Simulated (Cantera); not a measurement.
Input: 1 mol Cr2O3, 5.8 mol H2, held at 0.230 bar.

These are equilibrium values from Cantera (NASA tables, ideal gas, pure condensed phases), not measurements of a reactor. Candidate condensed phases: Cr, Cr2O3, H2O; 13 gas species. Kinetics and transport are ignored. All values below are at 1900 °C.

Base state: H2 0.937, H2O 0.0318, Cr 0.0210, H 0.00974, CrO 0.000576, OH 4.42e-5 (mole fractions); condensed: Cr2O3(s).

Task: What changes in the equilibrium state with this change: pressure from 0.230 bar to 0.100 bar?

Result: 
```
species          before    after
-------------  --------  -------
H2                0.937    0.912
H2O              0.0318   0.0437
Cr               0.0210   0.0288
H               0.00974   0.0146
CrO2            6.67e-6  1.82e-5
OH              4.42e-5  9.34e-5
CrO            0.000576  0.00111
Cr2O3(s), mol     0.936    0.910
```
